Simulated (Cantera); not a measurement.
Input: 1 mol Al, 24 mol NH3, 380 mol H2, 0.54 mol N2O, held at 675 K and 750 Torr.

Cantera equilibrium calculation (NASA polynomials, part measured and part estimated; ideal gas, pure solids and liquids). Candidate condensed phases: Al, AlN, Al2O3, H2O; 35 gas species. Kinetics and transport are ignored.

Base state: H2 0.970, N2 0.0276, NH3 0.00208 (mole fractions); condensed: AlN(s) + Al2O3(s).

Q: What changes in the equilibrium state with this change: NH3 from 24 to 12 mol?

A: 
| species | before | after |
|---|---|---|
| H2 | 0.970 | 0.984 |
| N2 | 0.0276 | 0.0146 |
| NH3 | 0.00208 | 0.00155 |
| AlN(s), mol | 0.640 | 0.640 |
| Al2O3(s), mol | 0.180 | 0.180 |
